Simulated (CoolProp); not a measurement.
Aqueous ethylene glycol as a coolant, at -16 °C, 1 atm.

Model: Melinder's fits for secondary coolants, in CoolProp.

| mass % | freezing point (°C) | Prandtl number | viscosity (mPa s) | conductivity (W/(m K)) | density (kg/m³) |
|---|---|---|---|---|---|
| 36.2 | ? | ? | ? | ? | 1059 |
| 40.8 | -24.7 | 106 | 12.5 | 0.395 | 1067 |
| 45.5 | -30.1 | ? | 14.9 | 0.380 | 1074 |
| 50.1 | -36.1 | 150 | ? | 0.367 | 1081 |
| 54.7 | -42.8 | 179 | 21.1 | 0.354 | ? |

### Question
Some entries are withheld; supply them.

### Answer

- 36.2, freezing point (°C): -20.0
- 36.2, Prandtl number: 89.6
- 36.2, viscosity (mPa s): 10.6
- 36.2, conductivity (W/(m K)): 0.410
- 45.5, Prandtl number: 126
- 50.1, viscosity (mPa s): 17.7
- 54.7, density (kg/m³): 1088
